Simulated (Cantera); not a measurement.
A Cantera script and what it prints.

```python
import numpy as np
import cantera as ct

gas_names = [...]  # 105 gases of nasa_gas.yaml made of C, H, N, Si
cond_names = """
    C(gr) C6H6(L) C7H8(L) C8H18(L),n-octa Si(cr) Si(L) SiC(b) Si3N4(a)
""".split()


# ... load() reads the species with a 1 bar reference pressure and builds the phases ...
atoms = {
    'CH3SiH3': {'C': 1, 'H': 6, 'Si': 1},
    'H2': {'H': 2},
    'C2H4': {'C': 2, 'H': 4},
    'N2': {'N': 2},
}
top_T = {'C(gr)': 4500, 'SiC(b)': 3050, 'Si3N4(a)': 2400}  # K; cautious upper limits of use, not melting points


# ... equilibrate(T, P, feed) seeds the gas with the atoms and calls Mixture.equilibrate('TP', solver="vcs", rtol=1e-11, max_steps=5000) ...
results = []
feed = {'CH3SiH3': 1, 'H2': 440, 'C2H4': 0.011, 'N2': 0.00095}  # mol
P = 133.322  # Pa
for T in [1073, 1123, 1173, 1223, 1273, 1323, 1373, 1423, 1473, 1523, 1573, 1623, 1673, 1723]:
    mix = equilibrate(T, P, feed)
    results.append((T, P, feed, dict(zip(mix.species_names, mix.species_moles))))

top = {s: max(r[3][s] / sum(r[3][g] for g in gas_names) for r in results) for s in gas_names}
cols = sorted((s for s in top if top[s] > 0.0001), key=lambda s: -top[s])[:9]
seen = [c for c in cond_names if any(r[3].get(c, 0) > 1e-12 for r in results)]
print("log10 of partial pressures in bar; condensed amounts in mol")
print(f"{'T/K':>10s}" + "".join(f"{s[:9]:>10s}" for s in cols + seen))
for T, P, feed, n in results:
    ng = sum(n[g] for g in gas_names)
    print(f"{T:10.4g}" + "".join(f"{np.log10(max(n[s] / ng * P / 1e5, 1e-99)):10.3f}" for s in cols)
          + "".join(f"{n.get(c, 0):10.4g}" for c in seen))
```

Output:

```
log10 of partial pressures in bar; condensed amounts in mol
       T/K        H2         H     C(gr)    SiC(b)
      1073    -2.875    -9.291         0         1
      1123    -2.875    -8.808  0.004626         1
      1173    -2.875    -8.366   0.01042         1
      1223    -2.875    -7.959   0.01393         1
      1273    -2.875    -7.584   0.01602         1
      1323    -2.875    -7.237   0.01709         1
      1373    -2.875    -6.915   0.01725         1
      1423    -2.875    -6.615   0.01635         1
      1473    -2.875    -6.336   0.01401         1
      1523    -2.875    -6.074  0.009553    0.9999
      1573    -2.876    -5.829  0.001961    0.9998
      1623    -2.876    -5.598         0    0.9992
      1673    -2.876    -5.382         0     0.997
      1723    -2.877    -5.178         0    0.9903
```

Equilibrium computed with Cantera from the NASA thermochemical tables; the gas is ideal and each condensed phase is pure. The feed counts by its element totals alone.
